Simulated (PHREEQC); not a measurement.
## Nickel, zinc or cadmium bath

Solution (25 °C): 0.033 mol/kgw CdCl2 and 0.084 mol/kgw MnSO4. Closed to the air; pH follows from the charge balance.

Computed with PHREEQC (ion-association model, phreeqc.dat).

This is a speciation only: nothing precipitates in the calculation.

**Question.** What pH, density does the model give?

**Answer.** pH 5.90; density 1.014 g/cm³.

**Question.** In which forms is S present?

**Answer.** SO4-2 48 %, MnSO4 35 %, CdSO4 9.4 %, Cd(SO4)2-2 8.0 % of the S.

Species that the database lacks are ignored.
